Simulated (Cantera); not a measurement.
An isothermal, constant-pressure homogeneous reactor starts with C₂H₆ : N₂ = 1 : 60 (molar parts), at 1975 K and 13.5 Torr.

Model: GRI-Mech 3.0 (53 species, 325 reactions), integrated in Cantera. GRI-Mech 3.0 stops at C3 and has no aromatics, soot or wall deposition, so with more carbon than oxygen in the feed, carbon stays in small species such as C2H2 where larger ones or solid carbon would form. Radical loss at walls, strong at low pressure, is not modelled.

One state of this run: x C₂H₆ = 2.80e-7; x C₂H = 1.04e-5; x C₂H₄ = 0.000230; x C₂H₂ = 0.0144; x CH₂ = 2.83e-5. x: mole fraction; the columns are a selection and need not sum to one.

Which value of t (s) does it belong to?
(A) 7.02
(B) 0.00242
(C) 100
(D) 0.203

B, 0.00242
